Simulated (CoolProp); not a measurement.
A simple Rankine cycle with water: condensing at 290.15 K, boiler at 2.69 MPa, turbine inlet 503.1 K, turbine efficiency 0.9, pump efficiency 0.7, no recuperator. Each further row changes one setting.

The numbers come from the reference Helmholtz-energy equation of state, Wagner 2002 in CoolProp.

```json
[
 {"case": "as stated", "thermal efficiency (%)": "32.8", "net work (kJ/kg)": "[?]", "heat in (kJ/kg)": "2730", "turbine exit temperature (K)": "290.1", "volume ratio over the turbine": "[?]"},
 {"case": "turbine inlet 523.1 K", "thermal efficiency (%)": "32.9", "net work (kJ/kg)": "921", "heat in (kJ/kg)": "2800", "turbine exit temperature (K)": "290.1", "volume ratio over the turbine": "[?]"},
 {"case": "condensing temperature 282.15 K", "thermal efficiency (%)": "34.0", "net work (kJ/kg)": "[?]", "heat in (kJ/kg)": "2770", "turbine exit temperature (K)": "282.2", "volume ratio over the turbine": "[?]"},
 {"case": "boiler pressure 1.88 MPa", "thermal efficiency (%)": "[?]", "net work (kJ/kg)": "877", "heat in (kJ/kg)": "2780", "turbine exit temperature (K)": "290.1", "volume ratio over the turbine": "473"},
 {"case": "turbine efficiency 0.8", "thermal efficiency (%)": "29.1", "net work (kJ/kg)": "[?]", "heat in (kJ/kg)": "2730", "turbine exit temperature (K)": "290.1", "volume ratio over the turbine": "[?]"}
]
```

Task: Complete the blanks.

Result: 
- as stated, net work (kJ/kg): 897
- as stated, volume ratio over the turbine: 688
- turbine inlet 523.1 K, volume ratio over the turbine: 657
- condensing temperature 282.15 K, net work (kJ/kg): 940
- condensing temperature 282.15 K, volume ratio over the turbine: 1110
- boiler pressure 1.88 MPa, thermal efficiency (%): 31.5
- turbine efficiency 0.8, net work (kJ/kg): 797
- turbine efficiency 0.8, volume ratio over the turbine: 725

The expansion ends wet for: as stated; turbine inlet 523.1 K; condensing temperature 282.15 K; boiler pressure 1.88 MPa; turbine efficiency 0.8.
